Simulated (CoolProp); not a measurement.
Vapour-liquid equilibrium of propylene (1) + isobutane (2) at 15.5 bar; x and y are mole fractions of (1).

Model: multi-fluid Helmholtz-energy mixture model, Lemmon 2013 and Bücker 2006; pair parameters Bell 2016, in CoolProp.

```
x     bubble temperature, mixture model (K)  bubble temperature, Raoult's law (K)  y, mixture model  y, Raoult's law
----  -------------------------------------  ------------------------------------  ----------------  ---------------
0.05                                  356.0                                 356.0             0.101            0.127
0.2                                   346.8                                 345.2                 ?            0.413
0.35                                      ?                                 336.3             0.495            0.608
0.5                                   333.8                                 328.8             0.646            0.747
0.65                                      ?                                 322.4             0.786            0.848
0.8                                   320.0                                 316.9                 ?            0.925
0.95                                      ?                                 312.0             0.983            0.983
```

**Question.** Complete the blanks.

**Answer.** 
- 0.2, y, mixture model: 0.326
- 0.35, bubble temperature, mixture model (K): 340.1
- 0.65, bubble temperature, mixture model (K): 327.2
- 0.8, y, mixture model: 0.903
- 0.95, bubble temperature, mixture model (K): 312.7

The largest gap from Raoult's law is +5.0 K in bubble temperature, at x = 0.5. No azeotrope shows between x = 0.05 and 0.95.

The pair parameters rest on a limited set of measurements; away from them the model extrapolates.
